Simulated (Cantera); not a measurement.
Feed: 1 mol Si, 15 mol HBr, 18 mol H2, equilibrated at 823.15 K and 1.80 mbar.

Method: chemical equilibrium by Gibbs-energy minimisation in Cantera with the NASA 1993 tables (ideal gas, pure condensed phases). Candidate condensed phases: Br2, Si; 19 gas species. Kinetics and transport are ignored.

Base state: H2 0.625, HBr 0.344, SiBr4 0.0312, SiHBr3 3.80e-5 (mole fractions); condensed: gas only.

Question: What changes in the equilibrium state with this change: temperature from 823.15 K to 1273.15 K?

Answer: 
| species | before | after |
|---|---|---|
| H2 | 0.625 | 0.582 |
| HBr | 0.344 | 0.385 |
| SiBr2 | 1.89e-7 | 0.0257 |
| SiBr4 | 0.0312 | 0.00322 |
| H | <1e-9 | 1.29e-5 |
| Br | 7.84e-7 | 0.00234 |
The tables' values for SiBr3 are old estimates; treat these amounts as uncertain.
